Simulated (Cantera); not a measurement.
Input: 1 mol B₂H₆, 6.2 mol N₂, 6.5 mol H₂, equilibrated at 998.15 K and 100000 Pa.

Equilibrium computed with Cantera from the NASA thermochemical tables; the gas is ideal and each condensed phase is pure. Candidate condensed phases: B, BN; 15 gas species. The feed counts by its element totals alone. N₂ is the only nitrogen source here; it is nearly inert below about 1500 K, so the nitride shown seldom forms there in practice. Equilibrium is a limit: real reactors are often held back by kinetics, nucleation or transport.

Base state: H₂ 0.646, N₂ 0.354, NH₃ 0.000182 (mole fractions); condensed: BN(s).

What changes in the equilibrium state with this change: temperature from 998.15 K to 2398.15 K?


```csv
species,before,after
H₂,0.646,0.635
N₂,0.354,0.352
H,1.74e-9,0.0126
BH₂,<1e-9,0.000430
NH₃,0.000182,3.48e-6
"BN(s), mol",2.00,1.99
```
The tables' values for BH₂ are old estimates; treat these amounts as uncertain.

What changes in the equilibrium state with this change: B₂H₆ replaced by BF₃?


```tsv
species	before	after
H₂	0.646	0.469
N₂	0.354	0.451
BF₃	0	0.0695
HF	0	0.0106
BHF₂	0	1.66e-5
NH₃	0.000182	0.000127
BN(s), mol	2.00	0.0482
```
